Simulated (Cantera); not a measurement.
What does this Cantera script print?

```python
import numpy as np
import cantera as ct

gas = ct.Solution("gri30.yaml")
gas.TPX = 1800, 86000, {'C3H8': 1, 'O2': 4.17, 'N2': 26.7, 'CO2': 5.8}
reactor = ct.IdealGasReactor(gas, energy="on", clone=False)
net = ct.ReactorNet([reactor])
net.rtol, net.atol = 1e-08, 1e-16
show = ['C3H8', 'O2', 'CO2', 'CH4', 'CH3']
times = np.geomspace(3e-06, 0.7, 15)

steps = ct.SolutionArray(gas, extra=["t"])
rows = []
print(f"{'t/s':>10s}{'T/K':>9s}{'P/Pa':>11s}" + "".join(f"{s:>11s}" for s in show))
for t in times:
    while net.time < t:
        t_next = net.step()
        steps.append(gas.state, t=t_next)
    rows.append([np.interp(t, steps.t, y) for y in (steps.T, steps.P, *steps(*show).X.T)])
    print(f"{t:10.3e}{rows[-1][0]:9.1f}{rows[-1][1]:11.4g}" + "".join(f"{x:11.3e}" for x in rows[-1][2:]))
rate = np.gradient(steps.T, steps.t)
print("integrator steps:", len(steps.t))
if steps.T.max() > steps.T[0] + 200:
    print(f"time of steepest temperature rise: {steps.t[rate.argmax()]:.4e} s")
gas.TPX = 1800, 86000, {'C3H8': 1, 'O2': 4.17, 'N2': 26.7, 'CO2': 5.8}
gas.equilibrate("UV")
print(f"equilibrium (UV): T = {gas.T:.1f} K  " + "  ".join(f"{s} {gas[s].X[0]:.3e}" for s in show))
```

Output:

```
       t/s      T/K       P/Pa       C3H8         O2        CO2        CH4        CH3
 3.000e-06   1759.3  8.478e+04  1.998e-02  1.088e-01  1.526e-01  1.603e-04  5.351e-03
 7.254e-06   1752.8  8.557e+04  1.100e-02  1.035e-01  1.506e-01  1.105e-03  7.516e-03
 1.754e-05   2002.4  1.022e+05  1.866e-05  6.786e-02  1.431e-01  2.661e-03  2.493e-03
 4.240e-05   2372.4  1.239e+05  2.176e-40  2.382e-02  1.263e-01  8.706e-15  9.309e-14
 1.025e-04   2430.5  1.264e+05  2.581e-44  2.211e-02  1.302e-01  3.363e-16  3.878e-15
 2.479e-04   2519.6  1.303e+05  2.155e-44  1.911e-02  1.370e-01  3.973e-16  3.971e-15
 5.994e-04   2601.0  1.338e+05  2.944e-44  1.596e-02  1.439e-01  5.851e-16  4.917e-15
 1.449e-03   2621.7  1.346e+05  3.691e-44  1.465e-02  1.459e-01  6.901e-16  5.439e-15
 3.504e-03   2617.7  1.344e+05  4.034e-44  1.390e-02  1.457e-01  7.182e-16  5.539e-15
 8.472e-03   2612.8  1.342e+05  4.400e-44  1.315e-02  1.455e-01  7.456e-16  5.627e-15
 2.048e-02   2611.2  1.341e+05  4.518e-44  1.293e-02  1.455e-01  7.542e-16  5.654e-15
 4.952e-02   2611.2  1.341e+05  4.522e-44  1.292e-02  1.455e-01  7.544e-16  5.655e-15
 1.197e-01   2611.2  1.341e+05  4.522e-44  1.292e-02  1.455e-01  7.544e-16  5.655e-15
 2.895e-01   2611.2  1.341e+05  4.522e-44  1.292e-02  1.455e-01  7.544e-16  5.655e-15
 7.000e-01   2611.2  1.341e+05  4.522e-44  1.292e-02  1.455e-01  7.544e-16  5.655e-15
integrator steps: 1578
time of steepest temperature rise: 2.0399e-05 s
equilibrium (UV): T = 2611.2 K  C3H8 7.317e-44  O2 1.292e-02  CO2 1.455e-01  CH4 9.940e-16  CH3 7.451e-15
```

Detailed kinetics in Cantera: GRI-Mech 3.0 (53 species, 325 reactions). GRI-Mech 3.0 was tuned for natural gas; its chemistry of propane as a main component is partial and can be far from experiment.
